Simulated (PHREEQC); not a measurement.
# Hard or scaling water (model solution)

Dissolve 0.013 mol CaSO4, 0.005 mol NaF and 0.0038 mol NaCl per kg of water at 25 °C. Closed to the air; pH follows from the charge balance.

Computed with PHREEQC (ion-association model, phreeqc.dat).

This is a speciation only: nothing precipitates in the calculation.

Q: Predict the pH, specific conductance, ionic strength.

A: pH 7.39; specific conductance 2870 µS/cm; ionic strength 0.0463 mol/kgw.

Q: In which forms is Na present?

A: Na+ 98 %, NaSO4- 2.1 % of the Na.

Examples of supersaturated solids here: Fluorite. Others may be too.
